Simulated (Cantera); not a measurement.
# Pyrogenic steam for wet oxidation

A perfectly stirred reactor is fed with H2 : O2 : N2 = 0.58 : 1 : 2.7 (molar parts), at 0.690 bar; it is held at 1350 K, and followed from long to short residence time.

Cantera simulation using GRI-Mech 3.0 (53 species, 325 reactions); the numbers are that mechanism's predictions, not measurements. The temperature is held fixed by assumption; the heat of reaction is taken as removed at once.

```csv
τ (s),x H2,x O2,x N2O,x NO,x NO2,x H2O2
0.30,9.40e-5,0.178,8.94e-7,1.04e-6,1.37e-8,3.27e-7
0.16,0.000142,0.178,8.73e-7,8.83e-7,1.08e-8,4.32e-7
0.086,0.000214,0.178,8.20e-7,7.42e-7,8.05e-9,5.65e-7
0.046,0.000321,0.178,7.46e-7,6.29e-7,5.82e-9,7.33e-7
0.024,0.000488,0.178,6.60e-7,5.55e-7,4.19e-9,9.51e-7
0.013,0.000721,0.178,5.77e-7,5.36e-7,3.21e-9,1.21e-6
0.0069,0.00107,0.178,4.93e-7,5.75e-7,2.64e-9,1.52e-6
0.0037,0.00158,0.178,4.17e-7,6.86e-7,2.35e-9,1.89e-6
```
x: mole fraction; the columns are a selection and need not sum to one.
